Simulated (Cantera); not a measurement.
Feed: 1 mol C₃H₆, 1.6 mol H₂O, 61 mol H₂, equilibrated at 1.33 mbar.

Cantera equilibrium calculation (NASA polynomials, part measured and part estimated; ideal gas, pure solids and liquids). Candidate condensed phases: C, C₆H₆, C₇H₈, C₈H₁₈, H₂O; 131 gas species. Ions and electrons are included (thermal ionisation). Kinetics and transport are ignored.

log p: log10 of the partial pressure in bar; nothing condenses.

```
T (K)  log p H  log p H₂  log p C  log p CO
-----  -------  --------  -------  --------
3000     -2.91     -4.21    -5.09     -4.78
3250     -2.89     -4.79    -4.88     -4.79
3500     -2.89     -5.32    -4.86     -4.80
3750     -2.89     -5.77    -4.86     -4.80
4000     -2.89       ___    -4.85     -4.80
4250     -2.89     -6.53    -4.83     -4.83
4500     -2.89     -6.85    -4.76     -4.92
4750     -2.89       ___      ___       ___
5000     -2.89     -7.39    -4.58     -5.50
```

Q: Complete the blanks.

A: 
- 4750, log p H₂: -7.14
- 4750, log p C: -4.65
- 4750, log p CO: -5.14
- 4000, log p H₂: -6.18
